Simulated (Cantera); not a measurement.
Si + HF (silicon etching in halogen gases)

A closed system holds: 1 mol Si, a varied amount of HF, at 875 K and 1.00 bar.

Equilibrium computed with Cantera from the NASA thermochemical tables; the gas is ideal and each condensed phase is pure. Candidate condensed phases: Si; 25 gas species. The tables' values for SiF3 are old estimates; treat these amounts as uncertain. Kinetics and transport are ignored.

From 2 mol HF to 3.4 mol HF the condensed part is Si(s). From 4.3 mol HF to 15 mol HF nothing is condensed. The main Si-bearing gas is SiF4 throughout.

| n(HF) (mol) | x HF | x H2 | x SiF4 | x SiHF3 | n Si(s) |
|---|---|---|---|---|---|
| 2 | 1.39e-6 | 0.655 | 0.313 | 0.0304 | 0.487 |
| 2.6 | 1.39e-6 | 0.655 | 0.313 | 0.0304 | 0.334 |
| 3.4 | 1.39e-6 | 0.655 | 0.313 | 0.0304 | 0.129 |
| 4.3 | 0.0909 | 0.606 | 0.303 | 4.17e-7 | 0 |
| 5.6 | 0.348 | 0.435 | 0.217 | 5.61e-8 | 0 |
| 7.2 | 0.516 | 0.323 | 0.161 | 2.08e-8 | 0 |
| 9.3 | 0.639 | 0.241 | 0.120 | 9.39e-9 | 0 |
| 12 | 0.727 | 0.182 | 0.0909 | 4.69e-9 | 0 |
| 15 | 0.786 | 0.143 | 0.0714 | 2.68e-9 | 0 |
x: gas mole fraction; n: condensed amount in mol.
